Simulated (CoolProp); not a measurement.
Model: reference Helmholtz-energy equation of state, Span 2000, in CoolProp.

Q: For nitrogen, give the phase and the density (kg/m³), cp (kJ/(kg K)), expansivity (1/kK), viscosity (µPa s) at -204.25 °C and 1190 kPa.

A: 
- -204.25 °C and 1190 kPa: liquid; density 846, cp 2.00, expansivity 4.97, viscosity 236

Viscosity comes from a separate model (Lemmon 2004).
